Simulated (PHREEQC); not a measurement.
Silver or lead bath

Make-up at 20 °C: 0.00054 mol/kgw PbCl2 and 0.0075 mol/kgw KNO3. Closed to the air; pH follows from the charge balance.

Model: ion-association model, phreeqc.dat, run in PHREEQC.

Precipitation was switched off in this run.

What pH, specific conductance does the model give?

pH 5.59; specific conductance 1020 µS/cm.

In which forms is Cl present?

Cl- 99 %, PbCl+ 1.1 % of the Cl.
